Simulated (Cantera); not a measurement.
# Carbon deposition, reforming and gasification: acetone + O2 + H2

Input: 1 mol acetone, 0.066 mol O2, 0.86 mol H2, equilibrated at 133 Pa.

Method: chemical equilibrium by Gibbs-energy minimisation in Cantera with the NASA 1993 tables (ideal gas, pure condensed phases). Candidate condensed phases: C, C6H6, C7H8, C8H18, H2O; 131 gas species. Ions and electrons are included (thermal ionisation). The feed counts by its element totals alone. The numbers say what is thermodynamically allowed, not how fast it happens.

```tsv
T (K)	x H	x H2	x CO	x C	x C3	x O	x C2	n C(graphite)
2000	0.0383	0.739	0.222	2.28e-8	2.08e-8	5.03e-12	1.76e-9	1.86
2250	0.161	0.628	0.208	2.73e-6	4.87e-6	5.79e-11	4.29e-7	1.84
2500	0.429	0.388	0.178	0.000125	0.000373	3.73e-10	3.44e-5	1.80
2750	0.695	0.138	0.144	0.00283	0.0127	1.59e-9	0.00122	1.42
3000	0.762	0.0310	0.121	0.0228	0.0504	9.04e-9	0.00854	0
3250	0.761	0.00750	0.114	0.0742	0.0280	7.68e-8	0.0137	0
3500	0.733	0.00205	0.108	0.141	0.00560	6.96e-7	0.00988	0
3750	0.722	0.000692	0.106	0.167	0.000427	7.18e-6	0.00339	0
4000	0.721	0.000272	0.106	0.172	3.18e-5	6.30e-5	0.00106	0
4250	0.720	0.000120	0.105	0.174	3.04e-6	0.000436	0.000364	0
4500	0.718	5.75e-5	0.103	0.176	3.79e-7	0.00240	0.000142	0
4750	0.713	2.95e-5	0.0945	0.182	6.36e-8	0.0101	6.41e-5	0
5000	0.699	1.57e-5	0.0732	0.197	1.48e-8	0.0292	3.47e-5	0
```
x: gas mole fraction; n: condensed amount in mol.

From 2000 K to 2750 K the condensed part is C(graphite). From 3000 K to 5000 K nothing is condensed. The main C-bearing gas is CO at 2000 K and C at 5000 K.
